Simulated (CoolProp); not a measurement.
The fluid at 293.15 K and 0.17 MPa (liquid) is heated at constant pressure to 317.9 K. The same conditions are run with several fluids, on thermodynamics alone (safety and materials aside).

The numbers come from the reference Helmholtz-energy equation of state of each fluid (methanol: de Reuck 1993; octamethyltrisiloxane (MDM): Thol 2017; dodecamethylcyclohexasiloxane (D6): Colonna 2008; R245ca: Zhou 2016; R141b: Lemmon 2006) in CoolProp.

**Question.** Rank methanol, octamethyltrisiloxane (MDM), dodecamethylcyclohexasiloxane (D6), R245ca, R141b by heat (kJ/kg), highest first.

**Answer.** R245ca (228), methanol (63.9), octamethyltrisiloxane (MDM) (44.5), dodecamethylcyclohexasiloxane (D6) (39.3), R141b (28.8)

```csv
fluid,final phase,final density (kg/m³)
methanol,liquid,768
octamethyltrisiloxane (MDM),liquid,796
dodecamethylcyclohexasiloxane (D6),liquid,947
R245ca,gas,9.10
R141b,liquid,1190
```
